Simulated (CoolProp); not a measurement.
A single-stage vapour-compression cycle with carbon dioxide: evaporating at 230.15 K (dew point), condensing at 283.15 K (bubble point), superheat 5 K, subcooling 5 K, compressor efficiency 0.85, no pressure losses. Each further row changes one setting.

Model: reference Helmholtz-energy equation of state, Span 1996, in CoolProp.

```tsv
case	cooling COP	pressure ratio	discharge temperature (K)	refrigerating effect (kJ/kg)	volumetric capacity (kJ/m³)
as stated	___	5.01	359.6	228	5160
evaporating temperature 235.15 K	2.92	4.17	350.4	___	6220
condensing temperature 278.15 K	2.93	___	___	240	___
subcooling 10 K	___	5.01	359.6	241	5450
superheat 15 K	2.48	5.01	373.2	238	___
compressor efficiency 0.75	2.23	5.01	___	228	5160
```

**Question.** Some entries are withheld; supply them.

**Answer.** 
- as stated, cooling COP: 2.52
- evaporating temperature 235.15 K, refrigerating effect (kJ/kg): 229
- condensing temperature 278.15 K, pressure ratio: 4.42
- condensing temperature 278.15 K, discharge temperature (K): 348.6
- condensing temperature 278.15 K, volumetric capacity (kJ/m³): 5440
- subcooling 10 K, cooling COP: 2.67
- superheat 15 K, volumetric capacity (kJ/m³): 5080
- compressor efficiency 0.75, discharge temperature (K): 370.5
